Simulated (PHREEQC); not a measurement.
PHREEQC input (ion-association model, wateq4f.dat):

```
SOLUTION_MASTER_SPECIES
  An  An-  0  An  62.0  # stands for a non-complexing anion
SOLUTION_SPECIES
  An- = An-
    -log_k 0
    -gamma 3.0 0
PHASES
  Fix_H+
    H+ = H+
    -log_k 0
SOLUTION 1
  temp 25
  units mmol/kgw
  pH 7 charge
  Cl 0.26
  Sr 0.13
  S(6) 0.00075
  Zn 0.00075
  Na 10
  An 10
END
SELECTED_OUTPUT 1
  -reset false
  -pH true
  -pe true
  -ionic_strength true
  -water true
  -totals Cl Na S Sr Zn S(-2) S(6)
  -molalities Hfo_wOH Hfo_wOH2+ Hfo_wO- Hfo_sOH Hfo_sOH2+ Hfo_sO- Hfo_wSO4- Hfo_wOHSO4-2 Hfo_sOHSr+2 Hfo_wOSr+
    Hfo_wOSrOH Hfo_sOZn+ Hfo_wOZn+
  -saturation_indices Celestite Zn(OH)2-e Zn4(OH)6SO4 Zn5(OH)8Cl2 Halite Mirabilite Goslarite
USER_PUNCH 1
  -headings sigma psi
  10 PUNCH EDL("sigma", "Hfo"), EDL("psi", "Hfo")
PRINT
  -reset false
USE solution 1
SURFACE 1
  Hfo_wOH 0.000404494 600 0.18
  Hfo_sOH 1.01124e-05
EQUILIBRIUM_PHASES 1
  Fix_H+ -3 HAn 10
    -force_equality true
  O2(g) -0.68 10
END
# ... the last block is repeated for the other 16 points of pH, with NaOH or the acid as the point needs
```

Selected output (columns that matter, 17 of 17 rows; pH added in front):

```
pH	mu	Na	S	Sr	Zn	si_Celestite	si_Zn(OH)2-e	si_Zn4(OH)6SO4	si_Zn5(OH)8Cl2	si_Halite	si_Mirabilite	si_Goslarite	sigma	psi
3	0.011675	0.01	1.3355e-10	0.00013	7.5e-07	-7.5471	-11.807	-45.737	-53.303	-7.2633	-13.091	-14.457	0.32478	0.20229
3.5	0.010894	0.01	1.8949e-10	0.00013	7.4998e-07	-7.3656	-10.802	-42.541	-49.275	-7.2604	-12.912	-14.275	0.27593	0.1957
4	0.010624	0.01	4.0995e-10	0.00013	7.4984e-07	-7.0205	-9.8003	-39.19	-45.265	-7.2594	-12.568	-13.93	0.21749	0.18413
4.5	0.010517	0.01	1.2013e-09	0.00013	7.488e-07	-6.55	-8.8002	-35.72	-41.264	-7.259	-12.098	-13.46	0.16145	0.16911
5	0.010467	0.01	4.4337e-09	0.00013	7.4111e-07	-5.9816	-7.8044	-32.169	-37.285	-7.2588	-11.529	-12.897	0.11422	0.15152
5.5	0.010439	0.01	1.9662e-08	0.00013	6.8801e-07	-5.3341	-6.8365	-28.65	-33.445	-7.2587	-10.882	-12.281	0.077343	0.13172
6	0.01042	0.01	9.5593e-08	0.00012999	4.4457e-07	-4.647	-6.0263	-25.722	-30.394	-7.2586	-10.195	-11.784	0.050075	0.10984
6.5	0.010408	0.01	3.6088e-07	0.00012992	1.1719e-07	-4.0701	-5.6061	-24.464	-29.293	-7.2585	-9.6179	-11.787	0.03084	0.086083
7	0.010399	0.01	6.5211e-07	0.00012947	1.6911e-08	-3.8145	-5.4495	-24.581	-29.51	-7.2585	-9.3608	-12.373	0.0177	0.060802
7.5	0.010387	0.01	7.3512e-07	0.00012711	2.7283e-09	-3.7702	-5.2525	-24.741	-29.525	-7.2585	-9.3086	-13.124	0.0088353	0.035159
8	0.010384	0.010015	7.479e-07	0.00012247	9.0869e-10	-3.7787	-4.7821	-23.851	-28.173	-7.2578	-9.2996	-13.646	0.0023342	0.0099694
8.5	0.010385	0.010035	7.4972e-07	0.00011708	6.2468e-10	-3.797	-4.2008	-22.525	-26.267	-7.2569	-9.2966	-14.064	-0.0036951	-0.015638
9	0.010377	0.010086	7.4995e-07	9.8823e-05	7.2459e-10	-3.8699	-3.8252	-22.022	-25.388	-7.2547	-9.2915	-14.687	-0.0095871	-0.037734
9.5	0.010366	0.010192	7.4999e-07	6.0426e-05	1.4823e-09	-4.0821	-3.4508	-21.523	-24.517	-7.2501	-9.281	-15.312	-0.014578	-0.052874
10	0.01041	0.010346	7.4999e-07	2.479e-05	3.6927e-09	-4.4687	-3.0512	-20.924	-23.519	-7.2438	-9.2674	-15.911	-0.020282	-0.066694
10.5	0.010638	0.010635	7.5e-07	6.4166e-06	8.0428e-09	-5.059	-2.741	-20.684	-22.968	-7.2327	-9.2457	-16.602	-0.029945	-0.084154
11	0.011409	0.01143	7.5e-07	1.2645e-06	1.6781e-08	-5.777	-2.5083	-20.76	-22.808	-7.2042	-9.1921	-17.376	-0.046711	-0.10412
```

Complexes and solids missing from the database can't appear. The oxide is taken as insoluble; below pH 4 it would dissolve.
